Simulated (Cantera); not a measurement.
Mixture: CH4 : O2 : N2 : H2O = 1 : 2.78 : 10.4 : 0.63 (molar parts), at 10.0 bar, adiabatic and at constant volume. Ignition delay is the time to a rise of 400 K.

Detailed kinetics in Cantera: GRI-Mech 3.0 (53 species, 325 reactions).

Task: Predict: delay at 1225 K; delay at 1425 K; delay at 1625 K; delay at 1825 K; delay at 2025 K; apparent activation energy between 1925 and 2125 K.

Result: 
* **delay at 1225 K**: 2.93 ms
* **delay at 1425 K**: 0.340 ms
* **delay at 1625 K**: 54.8 µs
* **delay at 1825 K**: 12.1 µs
* **delay at 2025 K**: 3.75 µs
* **apparent activation energy between 1925 and 2125 K**: 180 kJ/mol
